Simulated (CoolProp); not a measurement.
Ammonia along the isotherm 310.7 K: Z from the reference equation and from simpler models built on Tc = 405.6 K, pc = 113.6 bar, ω = 0.256; each cubic takes its own stable root.

The numbers come from the reference Helmholtz-energy equation of state, Gao 2020 in CoolProp.

| p (bar) | phase | reference |
|---|---|---|
| 3.16 | gas | 0.9716 |
| 5.34 | gas | 0.9510 |
| 9.01 | gas | 0.9142 |
| 15.2 | liquid | 0.01717 |
| 25.7 | liquid | 0.02897 |
| 43.3 | liquid | 0.04865 |
| 73.1 | liquid | 0.08169 |
| 123 | liquid | 0.1363 |
| 208 | liquid | 0.2275 |
| 351 | liquid | 0.3766 |
| 593 | liquid | 0.6196 |
| 1000 | liquid | 1.009 |

### Question
How far does each simpler model (Soave-Redlich-Kwong, Peng-Robinson) lie from the reference over these 12 states: mean and median of the absolute difference, and the worst?

### Answer
- Soave-Redlich-Kwong: mean 19.9 %, median 25.7 %, worst +27.0 % at 310.7 K and 15.2 bar
- Peng-Robinson: mean 9.0 %, median 11.6 %, worst +12.0 % at 310.7 K and 15.2 bar
